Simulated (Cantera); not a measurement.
Feed: 1 mol BCl₃, 0.21 mol N₂, 33 mol H₂, 5 mol H₂O, at 2000 Pa.

Method: chemical equilibrium by Gibbs-energy minimisation in Cantera with the NASA 1993 tables (ideal gas, pure condensed phases). Candidate condensed phases: B, BN, B₂O₃, B₃O₃H₃, H₂O, NH₄Cl; 49 gas species. The tables' values for BOCl are old estimates; treat these amounts as uncertain. Gases not in the tables: H₃BO₃. Equilibrium is a limit: real reactors are often held back by kinetics, nucleation or transport. All values below are at 1698 K.

Base state: H₂ 0.819, H₂O 0.0755, HCl 0.0745, HBO₂ 0.0235, N₂ 0.00522, H 0.000926, B₂O₃ 0.000438, HBO 0.000412 (mole fractions); condensed: gas only.

### Question
What changes in the equilibrium state with this change: BCl₃ replaced by BF₃?

### Answer
```tsv
species	before	after
H₂	0.819	0.820
H₂O	0.0755	0.0905
HF	0	0.0589
HCl	0.0745	0
BOF	0	0.0157
HBO₂	0.0235	0.00892
Cl	6.54e-5	0
BOCl	4.22e-5	0
```
